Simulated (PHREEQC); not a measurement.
Nickel, zinc or cadmium bath: speciation

Consider water at 19 °C with 0.17 mol/kgw ZnSO4, 0.00043 mol/kgw H3BO3 and 0.0063 mol/kgw MnSO4. Closed to the air; pH follows from the charge balance.

All values are PHREEQC results (ion-association model, wateq4f.dat), not measurements.

No solid was allowed to form.

Q: Estimate the pH, ionic strength.

A: pH 5.57; ionic strength 0.333 mol/kgw.

Q: In which forms is Zn present?

A: Zn+2 47 %, ZnSO4 37 %, Zn(SO4)2-2 16 % of the Zn.

Complexes and solids missing from the database can't appear.
